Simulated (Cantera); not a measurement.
Feed: 1 mol Ti, 0.28 mol C₃H₈, 200 mol H₂, 0.23 mol CH₄, at 37.5 Torr.

These are equilibrium values from Cantera (NASA tables, ideal gas, pure condensed phases), not measurements of a reactor. Candidate condensed phases: C, C₆H₆, C₇H₈, C₈H₁₈, Ti, TiC; 77 gas species. TiC: taken at fixed stoichiometry. Rates play no part. All values below are at 1523 K.

Base state: H₂ 1.000, CH₄ 0.000115, H 0.000103, C₂H₂ (acetylene) 1.18e-5 (mole fractions); condensed: C(graphite) + TiC(s).

### Question
What changes in the equilibrium state with this change: Ti replaced by Ti(OiPr)₄?

### Answer
```
species             before     after
----------------  --------  --------
H₂                   1.000     0.982
CO                       0    0.0182
CH₄               0.000115  0.000111
C₂H₂ (acetylene)   1.18e-5   1.16e-5
H                 0.000103  0.000102
C(graphite), mol    0.0419      8.04
TiC(s), mol           1.00      1.00
```
The feed counts by its element totals alone. Further candidate phases: H₂O, TiO, TiO₂, Ti₂O₃, Ti₃O₅, Ti₄O₇.

### Question
What changes in the equilibrium state with this change: pressure from 37.5 Torr to 750 Torr?

### Answer
| species | before | after |
|---|---|---|
| H₂ | 1.000 | 1.000 |
| CH₄ | 0.000115 | 0.000347 |
| H | 0.000103 | 2.31e-5 |
| C₂H₂ (acetylene) | 1.18e-5 | 2.68e-7 |
| C(graphite), mol | 0.0419 | 0 |
| TiC(s), mol | 1.00 | 1.00 |
